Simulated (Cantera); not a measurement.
Charge: 1 mol TiO₂, 1.7 mol CO, 1.8 mol H₂, equilibrated at 1523.15 K and 0.0975 Torr.

Method: chemical equilibrium by Gibbs-energy minimisation in Cantera with the NASA 1993 tables (ideal gas, pure condensed phases). Candidate condensed phases: C, C₆H₆, C₇H₈, C₈H₁₈, H₂O, Ti, TiC, TiO, TiO₂, Ti₂O₃, Ti₃O₅, Ti₄O₇; 113 gas species. Mutual solubility and eutectic melting of coexisting phases are not modelled. Condensed phases not in the tables: Magnéli phases beyond Ti₄O₇. The numbers say what is thermodynamically allowed, not how fast it happens.

Base state: H₂ 0.504, CO 0.482, H₂O 0.00955, CO₂ 0.00340, H 0.00144 (mole fractions); condensed: TiO₂(rutile) + Ti₄O₇(s).

Task: What changes in the equilibrium state with this change: temperature from 1523.15 K to 2323.15 K?

Result: 
```csv
species,before,after
H,0.00144,0.368
CO,0.482,0.327
H₂,0.504,0.148
TiO,1.50e-9,0.0241
O,2.07e-9,0.0124
TiO₂,1.63e-8,0.0866
H₂O,0.00955,0.0178
O₂,<1e-9,0.000618
Ti,<1e-9,1.79e-5
OH,8.42e-7,0.00734
CO₂,0.00340,0.00691
"TiO₂(rutile), mol",0.819,0
"Ti₄O₇(s), mol",0.0454,0
"Ti₄O₇(l), mol",0,0.109
```

Task: What changes in the equilibrium state with this change: temperature from 1523.15 K to 2125 K?

Result: 
```tsv
species	before	after
CO	0.482	0.424
H₂	0.504	0.323
H	0.00144	0.181
H₂O	0.00955	0.0462
CO₂	0.00340	0.0121
TiO₂	1.63e-8	0.00792
TiO	1.50e-9	0.00110
O	2.07e-9	0.00128
TiO₂(rutile), mol	0.819	0
Ti₄O₇(s), mol	0.0454	0
Ti₄O₇(l), mol	0	0.241
```

Task: What changes in the equilibrium state with this change: pressure from 0.0975 Torr to 1130 Torr?

Result: 
```json
[
 {"species": "H₂", "before": "0.504", "after": "0.505"},
 {"species": "CO", "before": "0.482", "after": "0.482"},
 {"species": "H₂O", "before": "0.00955", "after": "0.00957"},
 {"species": "H", "before": "0.00144", "after": "1.34e-5"},
 {"species": "CH₄", "before": "<1e-9", "after": "4.89e-5"},
 {"species": "CO₂", "before": "0.00340", "after": "0.00341"},
 {"species": "TiO₂(rutile), mol", "before": "0.819", "after": "0.819"},
 {"species": "Ti₄O₇(s), mol", "before": "0.0454", "after": "0.0452"}
]
```
Gases not in the tables: TiO(OH)₂.
